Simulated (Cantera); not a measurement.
An isothermal, constant-pressure homogeneous reactor starts with CH4 : H2 = 1 : 1.1 (molar parts), at 1850 K and 0.300 bar. Integrator tolerance rtol = 1e-08.

Detailed kinetics in Cantera: GRI-Mech 3.0 (53 species, 325 reactions). GRI-Mech 3.0 stops at C3 and has no aromatics, soot or wall deposition, so with more carbon than oxygen in the feed, carbon stays in small species such as C2H2 where larger ones or solid carbon would form.

Question: What does this change do: temperature 1850 to 1500 K?

Answer: 
| quantity | before | after |
|---|---|---|
| x(CH4) at 10.0 s | 0.00368 (gas-phase equilibrium 0.00368) | 0.0696 (gas-phase equilibrium 0.0652) |
| x(H2) at 10.0 s | 0.835 (gas-phase equilibrium 0.835) | 0.791 (gas-phase equilibrium 0.794) |
| x(C2H2) at 10.0 s | 0.159 (gas-phase equilibrium 0.159) | 0.130 (gas-phase equilibrium 0.132) |
| x(C2H4) at 10.0 s | 0.000663 (gas-phase equilibrium 0.000663) | 0.00874 (gas-phase equilibrium 0.00885) |
| x(CH3) at 10.0 s | 7.99e-5 (gas-phase equilibrium 7.99e-5) | 5.03e-5 (gas-phase equilibrium 4.79e-5) |

Question: What does this change do: temperature 1850 to 1150 K?

Answer: 
| quantity | before | after |
|---|---|---|
| x(CH4) at 10.0 s | 0.00368 (gas-phase equilibrium 0.00368) | 0.476 (gas-phase equilibrium 0.460) |
| x(H2) at 10.0 s | 0.835 (gas-phase equilibrium 0.835) | 0.524 (gas-phase equilibrium 0.533) |
| x(C2H2) at 10.0 s | 0.159 (gas-phase equilibrium 0.159) | 1.05e-6 (gas-phase equilibrium 0.00112) |
| x(C2H4) at 10.0 s | 0.000663 (gas-phase equilibrium 0.000663) | 3.77e-5 (gas-phase equilibrium 0.00489) |
| x(CH3) at 10.0 s | 7.99e-5 (gas-phase equilibrium 7.99e-5) | 7.51e-7 (gas-phase equilibrium 1.62e-6) |

Question: What does this change do: temperature 1850 to 1425 K?

Answer: 
```tsv
quantity	before	after
x(CH4) at 10.0 s	0.00368 (gas-phase equilibrium 0.00368)	0.211 (gas-phase equilibrium 0.127)
x(H2) at 10.0 s	0.835 (gas-phase equilibrium 0.835)	0.698 (gas-phase equilibrium 0.753)
x(C2H2) at 10.0 s	0.159 (gas-phase equilibrium 0.159)	0.0807 (gas-phase equilibrium 0.106)
x(C2H4) at 10.0 s	0.000663 (gas-phase equilibrium 0.000663)	0.0109 (gas-phase equilibrium 0.0149)
x(CH3) at 10.0 s	7.99e-5 (gas-phase equilibrium 7.99e-5)	4.78e-5 (gas-phase equilibrium 3.67e-5)
```
